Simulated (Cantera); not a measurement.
A closed system holds: 1 mol Cr, 6.7 mol NH3, 0.7 mol N2, equilibrated at 3500 Pa.

Method: chemical equilibrium by Gibbs-energy minimisation in Cantera with the NASA 1993 tables (ideal gas, pure condensed phases). Candidate condensed phases: Cr, CrN, Cr2N; 11 gas species. Rates play no part.

x: gas mole fraction; n: condensed amount in mol.

| T (°C) | x H2 | x N2 | x Cr | x H | n CrN(s) | n Cr2N(s) | n Cr(s) |
|---|---|---|---|---|---|---|---|
| 800 | 0.739 | 0.261 | 1.45e-11 | 6.44e-8 | 1.00 | 0 | 0 |
| 875 | 0.726 | 0.274 | 4.16e-10 | 3.26e-7 | 0 | 0.500 | 0 |
| 950 | 0.726 | 0.274 | 7.43e-9 | 1.37e-6 | 0 | 0.500 | 0 |
| 1025 | 0.726 | 0.274 | 9.44e-8 | 4.88e-6 | 0 | 0.500 | 0 |
| 1100 | 0.726 | 0.274 | 9.02e-7 | 1.52e-5 | 0 | 0.500 | 0 |
| 1175 | 0.713 | 0.287 | 5.30e-6 | 4.16e-5 | 0 | 0 | 1.000 |
| 1250 | 0.713 | 0.287 | 2.56e-5 | 0.000104 | 0 | 0 | 1.000 |
| 1325 | 0.712 | 0.287 | 0.000106 | 0.000240 | 0 | 0 | 0.999 |
| 1400 | 0.712 | 0.287 | 0.000386 | 0.000514 | 0 | 0 | 0.995 |
| 1475 | 0.711 | 0.287 | [?] | [?] | 0 | 0 | 0.982 |
| 1550 | 0.708 | 0.286 | 0.00365 | 0.00195 | 0 | 0 | 0.948 |
| 1625 | 0.703 | 0.284 | [?] | [?] | 0 | 0 | [?] |
| 1700 | 0.691 | 0.279 | 0.0240 | 0.00599 | 0 | 0 | 0.652 |
| 1775 | 0.665 | 0.270 | 0.0553 | 0.00976 | 0 | 0 | 0.171 |

Problem. Complete the blanks.

Solution. 
- 1625, x Cr: 0.00974
- 1625, x H: 0.00350
- 1625, n Cr(s): 0.861
- 1475, x Cr: 0.00125
- 1475, x H: 0.00103
